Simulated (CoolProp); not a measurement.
Decamethylcyclopentasiloxane (D5) at several states: Z from the reference equation and from simpler models built on Tc = 618.3 K, pc = 1.078 MPa, ω = 0.631; each cubic takes its own stable root.

Values from CoolProp's reference Helmholtz-energy equation of state, Thol 2019.

```csv
T (K),p (MPa),phase,reference
503.9,0.209,liquid,0.02582
514.9,1.78,liquid,0.2159
521.7,0.0997,gas,0.9337
377.5,1.16,liquid,0.1572
```

Question: How far does each simpler model (van der Waals, Redlich-Kwong, Soave-Redlich-Kwong, Peng-Robinson) lie from the reference over these 4 states: mean and median of the absolute difference, and the worst?

Answer: 
- van der Waals: mean 881.2 %, median 74.0 %, worst +3374.1 % at 503.9 K and 0.209 MPa
- Redlich-Kwong: mean 828.3 %, median 23.3 %, worst +3265.2 % at 503.9 K and 0.209 MPa
- Soave-Redlich-Kwong: mean 11.2 %, median 14.4 %, worst +15.8 % at 503.9 K and 0.209 MPa
- Peng-Robinson: mean 1.3 %, median 1.5 %, worst +2.2 % at 503.9 K and 0.209 MPa

At some of these states van der Waals, Redlich-Kwong gives the other phase, because its saturation line lies elsewhere.
